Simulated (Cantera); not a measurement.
An isothermal, constant-pressure homogeneous reactor starts with NO : N2 = 1 : 4.2 (molar parts), at 2125 K and 0.132 atm.

Computed with Cantera and GRI-Mech 3.0 (53 species, 325 reactions).

x: mole fraction; the columns are a selection and need not sum to one.

```tsv
t (s)	x NO	x O	x NO2	x N2	x O2	x N2O
7.00e-5	0.192	…	7.04e-9	0.808	2.28e-9	9.19e-7
0.000283	0.192	…	8.81e-8	0.808	3.87e-8	3.44e-6
0.00114	0.192	…	7.38e-7	0.808	7.31e-7	1.05e-5
0.00461	0.192	…	4.19e-6	0.808	1.64e-5	1.78e-5
0.0186	0.191	…	1.16e-5	0.808	0.000304	1.75e-5
0.0752	0.187	…	1.53e-5	0.810	0.00228	1.64e-5
0.304	0.168	…	2.22e-5	0.819	0.0116	1.28e-5
1.23	0.0920	…	2.32e-5	0.857	0.0495	3.56e-6
4.95	0.0118	0.00136	3.96e-6	0.897	0.0895	1.93e-7
20.0	0.00750	0.00138	2.56e-6	0.899	0.0916	1.63e-7
```

### Question
Complete the blanks.

### Answer

- 7.00e-5, x O: 9.58e-7
- 0.000283, x O: 4.08e-6
- 0.00114, x O: 1.94e-5
- 0.00461, x O: 9.74e-5
- 0.0186, x O: 0.000286
- 0.0752, x O: 0.000378
- 0.304, x O: 0.000575
- 1.23, x O: 0.00104
